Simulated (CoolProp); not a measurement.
Vapour-liquid equilibrium of R1234yf (1) + R1234ze(E) (2) at 5.45 °C; x and y are mole fractions of (1).

Computed with CoolProp (multi-fluid Helmholtz-energy mixture model, Lemmon 2022 and Thol 2016; pair parameters Bell 2022).

```tsv
x	bubble pressure (bar)	y at the bubble point	dew pressure at overall composition x (bar)	liquid density (mol/L)
0.05	2.703	0.071	2.682	10.71
0.2	2.893	0.262	2.829	10.62
0.35	3.069	0.428	2.985	10.54
0.5	3.238	0.578	3.149	10.46
0.65	3.402	0.715	3.323	10.37
0.8	3.565	0.843	3.509	10.28
0.95	3.730	0.962	3.712	10.19
```

No azeotrope shows between x = 0.05 and 0.95.

Pair parameters are fitted to limited data, so mixtures are less certain than the pure fluids.
